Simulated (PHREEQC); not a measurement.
Make-up at 25 °C: 0.085 mol KH2PO4 per kg of water. Closed to the air; pH follows from the charge balance.

The numbers come from PHREEQC with the ion-association model, phreeqc.dat.

Each row changes one thing in this solution. No solid was allowed to form.

```
case                                            pH  ionic strength (mol/kgw)
--------------------------------------------  ----  ------------------------
as made                                       4.49                    0.0853
0.022 mol/kgw Na2SO4 added                    4.47                     0.142
KH2PO4 from 0.085 to 0.0935 mol/kgw           4.48                    0.0939
KH2PO4 from 0.085 to 0.0085 mol/kgw           4.75                   0.00856
KH2PO4 replaced by KNO3 at the same molality  6.98                    0.0850
diluted 2-fold with water                     4.56                    0.0427
temperature from 25 to 60 °C                  4.52                    0.0854
diluted 5-fold with water                     4.66                    0.0171
```

Constants without temperature data keep their 25 °C values here.
